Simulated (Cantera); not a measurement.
## Gas activation for diamond growth

An isothermal, constant-pressure homogeneous reactor starts with 2.06 % CH₄, 89.5 % H₂, 0.618 % H, 7.79 % H₂O, at 1850 K and 17000 Pa.

Cantera simulation using GRI-Mech 3.0 (53 species, 325 reactions); the numbers are that mechanism's predictions, not measurements.

```tsv
t (s)	x CH₄	x H₂	x H	x C₂H₂	x CH₂	x C₂H
0.000400	0.0186	0.900	0.00224	0.000421	2.33e-6	1.13e-8
0.00159	0.0181	0.901	0.00132	0.000893	8.33e-7	1.40e-8
0.00633	0.0164	0.902	0.00118	0.00173	6.18e-7	2.45e-8
0.0252	0.0120	0.905	0.00120	0.00380	4.73e-7	5.42e-8
0.100	0.00592	0.910	0.00123	0.00612	2.57e-7	8.91e-8
0.399	0.00289	0.914	0.00125	0.00530	1.34e-7	7.80e-8
1.59	0.00141	0.920	0.00126	0.00165	6.33e-8	2.42e-8
6.32	0.000104	0.924	0.00126	1.47e-5	4.55e-9	2.15e-10
25.1	1.14e-9	0.924	0.00127	<1e-12	<1e-12	<1e-12
100	9.08e-10	0.924	0.00127	<1e-12	<1e-12	<1e-12
```
x: mole fraction; the columns are a selection and need not sum to one.

Equilibrium at this temperature and pressure: CH₄ 1.17e-9, H₂ 0.924, H 0.00127, C₂H₂ <1e-12, CH₂ <1e-12, C₂H <1e-12 (gas phase only).
